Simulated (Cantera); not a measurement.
Charge: 1 mol BN, 0.36 mol H2O, 0.35 mol H2, held at 1623 K and 1.60 mbar.

Method: chemical equilibrium by Gibbs-energy minimisation in Cantera with the NASA 1993 tables (ideal gas, pure condensed phases). Candidate condensed phases: B, BN, B2O3, B3O3H3, H2O; 39 gas species. Kinetics and transport are ignored.

Base state: H2 0.683, N2 0.138, B2O3 0.0719, HBO 0.0575, B2O2 0.0265, HBO2 0.0187, BO 0.00265, H 0.00143 (mole fractions); condensed: BN(s).

What changes in the equilibrium state with this change: H2 from 0.35 to 11 mol?


| species | before | after |
|---|---|---|
| H2 | 0.683 | 0.958 |
| HBO | 0.0575 | 0.0212 |
| N2 | 0.138 | 0.0146 |
| B2O3 | 0.0719 | 0.000709 |
| HBO2 | 0.0187 | 0.000701 |
| B2O2 | 0.0265 | 0.00257 |
| H2O | 0.000246 | 3.50e-5 |
| BO | 0.00265 | 0.000824 |
| H | 0.00143 | 0.00169 |
| BN(s), mol | 0.729 | 0.657 |
